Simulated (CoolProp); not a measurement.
Vapour-liquid equilibrium of acetone (1) + ethanol (2) at 93.95 °C; x and y are mole fractions of (1).

The numbers come from the multi-fluid Helmholtz-energy mixture model, Lemmon 2006 and Schroeder 2014; pair parameters Bell 2016 in CoolProp.

```json
[
 {"x": "0.05", "bubble pressure (kPa)": "198.3", "y at the bubble point": "0.125", "dew pressure at overall composition x (kPa)": "187.8", "liquid density (mol/L)": "15.41"},
 {"x": "0.15", "bubble pressure (kPa)": "226.2", "y at the bubble point": "0.301", "dew pressure at overall composition x (kPa)": "201.9", "liquid density (mol/L)": "14.96"},
 {"x": "0.25", "bubble pressure (kPa)": "248.1", "y at the bubble point": "0.422", "dew pressure at overall composition x (kPa)": "217.5", "liquid density (mol/L)": "14.54"},
 {"x": "0.35", "bubble pressure (kPa)": "265.4", "y at the bubble point": "0.514", "dew pressure at overall composition x (kPa)": "234.8", "liquid density (mol/L)": "14.13"},
 {"x": "0.45", "bubble pressure (kPa)": "279.3", "y at the bubble point": "0.590", "dew pressure at overall composition x (kPa)": "253.3", "liquid density (mol/L)": "?"},
 {"x": "0.55", "bubble pressure (kPa)": "290.7", "y at the bubble point": "0.659", "dew pressure at overall composition x (kPa)": "272.1", "liquid density (mol/L)": "13.40"},
 {"x": "0.65", "bubble pressure (kPa)": "300.1", "y at the bubble point": "0.726", "dew pressure at overall composition x (kPa)": "289.3", "liquid density (mol/L)": "13.07"},
 {"x": "0.75", "bubble pressure (kPa)": "307.7", "y at the bubble point": "?", "dew pressure at overall composition x (kPa)": "303.0", "liquid density (mol/L)": "12.76"},
 {"x": "0.85", "bubble pressure (kPa)": "?", "y at the bubble point": "0.869", "dew pressure at overall composition x (kPa)": "312.1", "liquid density (mol/L)": "12.47"},
 {"x": "0.95", "bubble pressure (kPa)": "316.9", "y at the bubble point": "0.953", "dew pressure at overall composition x (kPa)": "316.8", "liquid density (mol/L)": "12.21"}
]
```

Task: Complete the blanks.

Result: 
- 0.45, liquid density (mol/L): 13.75
- 0.75, y at the bubble point: 0.795
- 0.85, bubble pressure (kPa): 313.3

No azeotrope shows between x = 0.05 and 0.95.

Pair parameters are fitted to limited data, so mixtures are less certain than the pure fluids.
